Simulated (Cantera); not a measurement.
**Hydrocarbon pyrolysis for carbon deposition**

A perfectly stirred reactor is fed with 0.901 % C2H6, 99.1 % N2, at 0.00200 bar; it is held at 1675 K, and followed from long to short residence time.

Cantera simulation using GRI-Mech 3.0 (53 species, 325 reactions); the numbers are that mechanism's predictions, not measurements. GRI-Mech 3.0 stops at C3 and has no aromatics, soot or wall deposition, so with more carbon than oxygen in the feed, carbon stays in small species such as C2H2 where larger ones or solid carbon would form. Radical loss at walls, strong at low pressure, is not modelled.

```
τ (s)      x C2H6    x CH2      x H2     x HCN     x CH4
-------  --------  -------  --------  --------  --------
11        4.20e-6  2.35e-6    0.0167  0.000283  0.000398
3.6       1.23e-5  4.02e-6    0.0162  0.000173  0.000604
1.2       3.50e-5  6.62e-6    0.0155  0.000106  0.000864
0.40      9.80e-5  1.04e-5    0.0142   6.40e-5   0.00116
0.13     0.000278  1.55e-5    0.0122   3.67e-5   0.00139
0.043    0.000763  2.09e-5   0.00931   1.96e-5   0.00134
0.014     0.00205  2.32e-5   0.00552   8.52e-6  0.000868
0.0047    0.00461  1.73e-5   0.00206   2.22e-6  0.000306
0.0016    0.00728  5.61e-6  0.000301   1.35e-7   5.88e-5
0.00051   0.00847  4.03e-7   8.85e-6  1.77e-10   7.25e-6
0.00017   0.00883  1.70e-8   2.11e-7    <1e-12   8.49e-7
```
x: mole fraction; the columns are a selection and need not sum to one.
